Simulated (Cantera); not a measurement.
Feed: 1 mol Si, 0.12 mol N2O, 15 mol N2, 0.39 mol H2O, at 1900 K and 1.00 bar.

Method: chemical equilibrium by Gibbs-energy minimisation in Cantera with the NASA 1993 tables (ideal gas, pure condensed phases). Candidate condensed phases: H2O, Si, SiO2, Si2N2O, Si3N4; 35 gas species. Rates play no part.

What is the equilibrium state?


```json
{
  "x(N2)": "0.973",
  "x(H2)": "0.0259",
  "x(SiO)": "0.00133",
  "x(H)": "0.000128",
  "n(Si2N2O(s))": "0.490 mol",
  "gas_amount": "15.04 mol",
  "log10 activity of Si(l) (absent)": "-1.33"
}
```
